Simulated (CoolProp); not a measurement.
Saturated liquid density (kg/m³) of n-heptane: the reference equation beside estimates from Tc = 268.1 °C, pc = 2.774 MPa, ω = 0.349. Rackett uses Z = 0.29056 − 0.08775 ω.

The numbers come from the reference Helmholtz-energy equation of state, Span 2003 in CoolProp. It is a short technical equation, of lower accuracy than the large ones.

| T (°C) | reference | Rackett | Redlich-Kwong | Peng-Robinson |
|---|---|---|---|---|
| 25.15 | 679.4 | 693.9 | 581.3 | 679.5 |
| 35.35 | 670.7 | 684.9 | 573.5 | 672.3 |
| 45.55 | 661.9 | 675.8 | 565.4 | 664.7 |
| 55.85 | ? | 666.3 | 556.9 | 656.7 |
| 66.05 | 644.0 | 656.8 | 548.2 | 648.4 |
| 76.25 | 634.8 | 647.1 | 539.2 | 639.6 |
| 86.45 | 625.4 | 637.1 | 529.8 | 630.3 |
| 96.65 | 615.9 | 626.9 | 520.1 | 620.6 |
| 106.85 | 606.1 | ? | ? | ? |
| 117.05 | ? | 605.6 | 499.4 | 599.3 |
| 127.35 | 585.5 | 594.4 | 488.3 | 587.5 |
| 137.55 | ? | ? | 476.8 | 575.2 |

Q: Fill in the missing entries.

A: 
- 55.85, reference: 653.0
- 106.85, Rackett: 616.4
- 106.85, Redlich-Kwong: 510.0
- 106.85, Peng-Robinson: 610.2
- 117.05, reference: 596.0
- 137.55, reference: 574.8
- 137.55, Rackett: 582.9

Absolute difference from the reference over all 12 rows, mean and median: Rackett 1.9 and 1.9 %, Redlich-Kwong 15.4 and 15.2 %, Peng-Robinson 0.5 and 0.6 %.
